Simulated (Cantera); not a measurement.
**Low-pressure radical oxidation in H2/O2**

An isothermal, constant-pressure homogeneous reactor starts with H2 : O2 = 0.013 : 1 (molar parts), equivalence ratio 0.0065, at 1425 K and 0.0375 atm.

Model: GRI-Mech 3.0 (53 species, 325 reactions), integrated in Cantera. Radical loss at walls, strong at low pressure, is not modelled.

```tsv
t (s)	x H2	x O2	x H2O2	x OH	x H
0.000300	0.0128	0.987	6.38e-10	2.60e-6	3.45e-7
0.00133	0.000663	0.976	5.81e-8	0.00265	0.000606
0.00591	5.79e-5	0.976	3.11e-8	0.00169	0.000375
0.0262	3.99e-5	0.980	2.72e-8	0.00140	0.000210
0.116	1.27e-5	0.985	1.64e-8	0.000794	3.64e-5
0.516	1.55e-6	0.987	4.74e-9	0.000278	1.53e-6
2.29	1.54e-7	0.987	8.36e-10	8.81e-5	4.78e-8
10.2	4.54e-8	0.987	3.35e-10	4.79e-5	7.72e-9
45.1	4.41e-8	0.987	3.29e-10	4.73e-5	7.40e-9
200	4.41e-8	0.987	3.29e-10	4.73e-5	7.40e-9
```
x: mole fraction; the columns are a selection and need not sum to one.

Equilibrium at this temperature and pressure: H2 4.41e-8, O2 0.987, H2O2 3.29e-10, OH 4.73e-5, H 7.40e-9 (gas phase only).
